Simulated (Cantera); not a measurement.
Cantera with NASA thermochemical tables; ideal gases at 1 bar, condensed phases pure. Values are per mole of reaction as written; species without (g) are pure solids or liquids, kept so even where they would boil at 1 bar. TaC: taken at fixed stoichiometry.

**Question.** Between 300 and 2798 K, where is each reaction favourable under standard conditions?
- 2 TaC + 7 CO2(g) ⇌ Ta2O5 + 9 CO(g)

**Answer.** 
- 2 TaC + 7 CO2(g) ⇌ Ta2O5 + 9 CO(g): ΔG° is -100 kJ at 300 K and -1057 kJ at 2798 K; it stays negative (K > 1). ΔH° is 138 kJ and ΔS° 427 J/K at 2798 K.
